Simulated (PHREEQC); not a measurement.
Make-up at 25 °C: 0.091 mol KH2PO4 and 0.014 mol HF per kg of water. Closed to the air; pH follows from the charge balance.

The numbers come from PHREEQC with the ion-association model, phreeqc.dat.

Task: The ionic strength comes out as 0.0919 mol/kgw. What activity coefficients do H+, F-, K+, HPO4-2, H2PO4- get?

Result: H+ 0.83, F- 0.77, K+ 0.77, HPO4-2 0.39, H2PO4- 0.79.

This is a speciation only: nothing precipitates in the calculation. Species that the database lacks are ignored.
